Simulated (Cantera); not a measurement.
A closed system holds: 1 mol Cu2O, 7.3 mol CO, 1.6 mol H2, at 1950 K and 4.70 bar.

Equilibrium computed with Cantera from the NASA thermochemical tables; the gas is ideal and each condensed phase is pure. Candidate condensed phases: C, C6H6, C7H8, C8H18, Cu, CuO, Cu(OH)2, Cu2O, H2O; 113 gas species. Equilibrium is a limit: real reactors are often held back by kinetics, nucleation or transport.

Base state: CO 0.756, H2 0.131, CO2 0.0637, H2O 0.0486, Cu 0.000569, H 0.000191 (mole fractions); condensed: Cu(l).

Task: What changes in the equilibrium state with this change: CO from 7.3 to 18 mol?

Result: 
```
species       before     after
----------  --------  --------
CO             0.756     0.880
H2             0.131    0.0685
CO2           0.0637    0.0380
H2O           0.0486    0.0130
Cu          0.000569  0.000569
H           0.000191  0.000138
Cu(l), mol      1.99      1.99
```
